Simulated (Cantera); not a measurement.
Charge: 1 mol CH2F2, 0.1 mol F2, at 13.3 mbar.

Method: chemical equilibrium by Gibbs-energy minimisation in Cantera with the NASA 1993 tables (ideal gas, pure condensed phases). Candidate condensed phases: C, C6H6, C7H8, C8H18; 95 gas species. Gases not in the tables: C2F6 and larger saturated fluorocarbons. Kinetics and transport are ignored. All values below are at 1250 °C.

Base state: HF 0.976, CF4 0.0243, CF2 8.10e-5, F 2.91e-5 (mole fractions); condensed: C(graphite).

Problem. What changes in the equilibrium state with this change: CH2F2 replaced by CCl4?

Solution. 
```
species           before     after
----------------  ------  --------
Cl2                    0     0.545
Cl                     0     0.435
CF4               0.0243    0.0177
HF                 0.976         0
CClF3                  0   0.00171
CCl2F2                 0  0.000135
ClF                    0   7.15e-5
C(graphite), mol   0.950     0.949
```
